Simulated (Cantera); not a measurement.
A Cantera script and its output.

```python
import numpy as np
import cantera as ct

gas = ct.Solution("gri30.yaml")
gas.TPX = 1275, 11000, {'H2': 1.7, 'O2': 1, 'N2': 0.52}
inlet = ct.Reservoir(gas, clone=True)

reactor = ct.IdealGasConstPressureReactor(gas, energy="off", clone=False)
exhaust = ct.Reservoir(gas, clone=True)
tau = [2.9, 1.1, 0.38, 0.14, 0.049, 0.018, 0.0063, 0.0023][0]
for a, b in ((inlet, reactor), (reactor, exhaust)):
    ct.MassFlowController(a, b, mdot=lambda t: reactor.mass / tau)
net = ct.ReactorNet([reactor])
show = ['H2', 'O2', 'O', 'OH', 'NO']

rows = []
print(f"{'tau/s':>10s}{'T/K':>9s}" + "".join(f"{s:>11s}" for s in show))
for tau in [2.9, 1.1, 0.38, 0.14, 0.049, 0.018, 0.0063, 0.0023]:
    net.initial_time = 0.0
    net.advance(30 * tau)
    before = gas.X
    net.advance(40 * tau)
    drift = np.max(np.abs(gas.X - before) / (gas.X + 1e-9))
    rows.append([gas.T, *gas[show].X, drift])
    print(f"{tau:10.3e}{gas.T:9.1f}" + "".join(f"{x:11.3e}" for x in gas[show].X))
```

Output:

```
     tau/s      T/K         H2         O2          O         OH         NO
 2.900e+00   1275.0  6.042e-04  6.333e-02  7.496e-05  7.734e-04  1.765e-07
 1.100e+00   1275.0  1.151e-03  6.349e-02  1.460e-04  1.073e-03  1.722e-07
 3.800e-01   1275.0  2.312e-03  6.387e-02  3.024e-04  1.538e-03  2.197e-07
 1.400e-01   1275.0  4.396e-03  6.464e-02  5.952e-04  2.155e-03  3.432e-07
 4.900e-02   1275.0  8.453e-03  6.630e-02  1.200e-03  3.061e-03  6.058e-07
 1.800e-02   1275.0  1.526e-02  6.939e-02  2.308e-03  4.243e-03  1.041e-06
 6.300e-03   1275.0  2.692e-02  7.522e-02  4.494e-03  5.890e-03  1.719e-06
 2.300e-03   1275.0  4.345e-02  8.441e-02  8.290e-03  7.879e-03  2.476e-06
```

Detailed kinetics in Cantera: GRI-Mech 3.0 (53 species, 325 reactions). The temperature is held fixed by assumption; the heat of reaction is taken as removed at once.
